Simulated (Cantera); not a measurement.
Mixture: 17.1 % CH₃OH, 12.8 % O₂, 69.3 % N₂, 0.804 % CO₂, at 4.70 bar, adiabatic and at constant volume. Ignition delay is the time to a rise of 400 K.

Cantera simulation using GRI-Mech 3.0 (53 species, 325 reactions); the numbers are that mechanism's predictions, not measurements. GRI-Mech 3.0 was tuned for natural gas; its chemistry of methanol as a main component is partial and can be far from experiment.

### Question
Predict: delay at 1223 K; delay at 1323 K; delay at 1423 K; delay at 1523 K; delay at 1623 K; apparent activation energy between 1573 and 1673 K.

### Answer
| Quantity | Value |
|---|---|
| delay at 1223 K | 1.61 ms |
| delay at 1323 K | 0.365 ms |
| delay at 1423 K | 0.105 ms |
| delay at 1523 K | 37.0 µs |
| delay at 1623 K | 15.4 µs |
| apparent activation energy between 1573 and 1673 K | 180 kJ/mol |
